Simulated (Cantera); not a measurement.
Charge: 1 mol SiH2Cl2, 17 mol N2, 0.13 mol H2, held at 1427 °C and 0.133 bar.

These are equilibrium values from Cantera (NASA tables, ideal gas, pure condensed phases), not measurements of a reactor. Candidate condensed phases: NH4Cl, Si, Si3N4; 28 gas species. The tables' values for SiCl3 are old estimates; treat these amounts as uncertain. Equilibrium is a limit: real reactors are often held back by kinetics, nucleation or transport.

Base state: N2 0.888, HCl 0.0574, H2 0.0316, SiCl2 0.0209, SiCl3 0.00198, SiCl4 0.000370, Cl 0.000101, H 7.17e-5 (mole fractions); condensed: Si3N4(s).

Problem. What changes in the equilibrium state with this change: pressure from 0.133 bar to 0.660 bar?

Solution. 
```tsv
species	before	after
N2	0.888	0.889
HCl	0.0574	0.0676
H2	0.0316	0.0269
SiCl2	0.0209	0.0117
SiCl4	0.000370	0.00167
SiHCl3	3.94e-5	0.000129
Si3N4(s), mol	0.188	0.230
```
